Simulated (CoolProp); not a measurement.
A single-stage vapour-compression cycle with R227EA: evaporating at 243.15 K (dew point), condensing at 263.15 K (bubble point), superheat 10 K, subcooling 0 K, compressor efficiency 0.9, no pressure losses. Each further row changes one setting.

Computed with CoolProp (reference Helmholtz-energy equation of state, Lemmon 2016).

```tsv
case	cooling COP	pressure ratio	discharge temperature (K)	refrigerating effect (kJ/kg)	volumetric capacity (kJ/m³)
as stated	10.1	2.45	271.5	123	552
evaporating temperature 248.15 K	14.0	1.93	271.7	127	711
condensing temperature 258.15 K	13.8	1.99	267.1	129	577
subcooling 5 K	10.5	2.45	271.5	129	577
superheat 20 K	10.2	2.45	281.6	131	561
compressor efficiency 0.8	8.96	2.45	273.5	123	552
```
